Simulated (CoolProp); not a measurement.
Values from CoolProp's reference Helmholtz-energy equation of state, Lemmon 2006. It is a short technical equation, of lower accuracy than the large ones.

Question: Give the vapour pressure (MPa), surface tension (mN/m), liquid viscosity (µPa s), liquid conductivity (mW/(m K)) of saturated C3F8 (R218) at 209.2, 240.6 K.

Answer: 
```tsv
T (K)	p (MPa)	surface tension (mN/m)	liquid viscosity (µPa s)	liquid conductivity (mW/(m K))
209.2	0.0245	13.8	709	69.2
240.6	0.122	10.0	406	60.9
```

Viscosity comes from a separate model (Huber 2003), an estimate that may be off by 10 % or more. Thermal conductivity comes from a separate model (Huber 2003), an estimate that may be off by 10 % or more. Surface tension comes from a separate correlation (Mulero 2012).
